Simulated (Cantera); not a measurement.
Charge: 1 mol C2H6, 0.077 mol CO2, at 0.0100 bar.

Cantera equilibrium calculation (NASA polynomials, part measured and part estimated; ideal gas, pure solids and liquids). Candidate condensed phases: C, C6H6, C7H8, C8H18, H2O; 131 gas species. Ions and electrons are included (thermal ionisation). Rates play no part.

Question: Which condensed phases are stable at each of these points (T (K)): 2500, 3000, 3500, 4000, 4500, 5000?

Answer: 
```csv
T (K),condensed phases,C condensed (%)
2500,C(graphite),89.8
3000,C(graphite),54.7
3500,gas only,0.0
4000,gas only,0.0
4500,gas only,0.0
5000,gas only,0.0
```

From 2500 K to 3000 K the condensed part is C(graphite). From 3500 K to 5000 K nothing is condensed.
